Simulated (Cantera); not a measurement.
A perfectly stirred reactor is fed with 0.450 % CH₃OH, 1.47 % O₂, 97.9 % N₂, 0.215 % H₂, equivalence ratio 0.53, at 101000 Pa; it is held at 1423 K, and followed from long to short residence time.

Computed with Cantera and GRI-Mech 3.0 (53 species, 325 reactions). GRI-Mech 3.0 was tuned for natural gas; its chemistry of methanol as a main component is partial and can be far from experiment.

One state of this run: x CH₃OH = 2.21e-5; x O₂ = 0.00802; x N₂O = 1.49e-7; x O = 0.000482; x C₂H₂ = 8.49e-11. x: mole fraction; the columns are a selection and need not sum to one.

**Question.** Which value of τ (s) does it belong to?
A) 0.0027
B) 0.0063
C) 0.40
D) 0.0012

**Answer.** D, 0.0012
